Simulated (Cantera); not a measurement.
What does this Cantera script print?

```python
import numpy as np
import cantera as ct

gas = ct.Solution("h2o2.yaml")


def delay(T, t_max=10):
    gas.TPX = T, 270000, {'H2': 2.3, 'O2': 0.877, 'N2': 3.3}
    reactor = ct.IdealGasReactor(gas, clone=False)
    net = ct.ReactorNet([reactor])
    net.rtol, net.atol = 1e-8, 1e-16
    while net.time < t_max:
        t_old, T_old = net.time, reactor.T
        net.step()
        if reactor.T > T + 400:  # ignition: a rise of 400 K
            return t_old + (T + 400 - T_old) / (reactor.T - T_old) * (net.time - t_old)
    return np.nan


taus = []
for T in [1050, 1125, 1200, 1275, 1350, 1425, 1500]:
    taus.append(delay(T))
    print(f"T0 = {T:6g} K   tau = {taus[-1]:.4e} s")

# d ln(tau) / d ln(k), from doubling and halving each rate constant
T, sens = 1200, []
for i in range(gas.n_reactions):
    gas.set_multiplier(2.0, i)
    up = delay(T)
    gas.set_multiplier(0.5, i)
    down = delay(T)
    gas.set_multiplier(1.0, i)
    sens.append((np.log(up / down) / np.log(4.0), gas.reaction(i).equation))
sens.sort(key=lambda x: -abs(x[0]))
print(f"sensitivities at {T} K")
for s, eq in sens[:10]:
    print(f"{s:8.3f}  {eq}")
```

Output:

```
T0 =   1050 K   tau = 7.6204e-04 s
T0 =   1125 K   tau = 4.3114e-05 s
T0 =   1200 K   tau = 1.9980e-05 s
T0 =   1275 K   tau = 1.2358e-05 s
T0 =   1350 K   tau = 8.6018e-06 s
T0 =   1425 K   tau = 6.4196e-06 s
T0 =   1500 K   tau = 5.0371e-06 s
sensitivities at 1200 K
  -1.144  H + O2 <=> O + OH
   0.197  H + O2 + M <=> HO2 + M
   0.175  H + O2 + N2 <=> HO2 + N2
  -0.141  H2 + O <=> H + OH
  -0.055  H2 + OH <=> H + H2O
  -0.047  H + HO2 <=> 2 OH
  -0.039  H + HO2 <=> H2 + O2
   0.035  H + O2 + O2 <=> HO2 + O2
  -0.007  H + O2 + H2O <=> HO2 + H2O
  -0.003  H + H2O2 <=> H2 + HO2
```

Model: the H2/O2 subset of GRI-Mech 3.0, which has no nitrogen chemistry, integrated in Cantera. The hydrogen kinetics of GRI-Mech 3.0 are dated; newer H2 mechanisms differ, most at raised pressure.
